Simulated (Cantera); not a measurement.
An adiabatic, constant-volume homogeneous reactor starts with CH4 : H2 : O2 : N2 = 1 : 0.34 : 1.21 : 4.53 (molar parts), equivalence ratio 1.8, at 1025 K and 1800000 Pa. Integrator tolerance rtol = 1e-08.

Cantera simulation using GRI-Mech 3.0 (53 species, 325 reactions); the numbers are that mechanism's predictions, not measurements. The pressure lies above the range GRI-Mech 3.0 was tuned for (to about 10 atm).

Question: What does this change do: initial temperature 1025 to 1000 K?

Answer: 
| quantity | before | after |
|---|---|---|
| time of steepest temperature rise | 4.29 ms | 7.32 ms |
| temperature at 4.00 s | 2657 K | 2637 K |
| equilibrium temperature | 2657 K | 2637 K |
| x(CH4) at 4.00 s | 7.96e-9 (gas-phase equilibrium 8.84e-9) | 8.87e-9 (gas-phase equilibrium 9.84e-9) |
| x(H2) at 4.00 s | 0.135 (gas-phase equilibrium 0.135) | 0.135 (gas-phase equilibrium 0.135) |
| x(O2) at 4.00 s | 4.04e-6 (gas-phase equilibrium 4.04e-6) | 3.35e-6 (gas-phase equilibrium 3.35e-6) |
| x(H2O2) at 4.00 s | 2.24e-8 (gas-phase equilibrium 2.24e-8) | 1.99e-8 (gas-phase equilibrium 1.99e-8) |
| x(HCN) at 4.00 s | 2.73e-6 (gas-phase equilibrium 2.73e-6) | 2.78e-6 (gas-phase equilibrium 2.78e-6) |
| x(H) at 4.00 s | 0.00247 (gas-phase equilibrium 0.00247) | 0.00227 (gas-phase equilibrium 0.00227) |
| x(CO2) at 4.00 s | 0.0193 (gas-phase equilibrium 0.0193) | 0.0194 (gas-phase equilibrium 0.0194) |
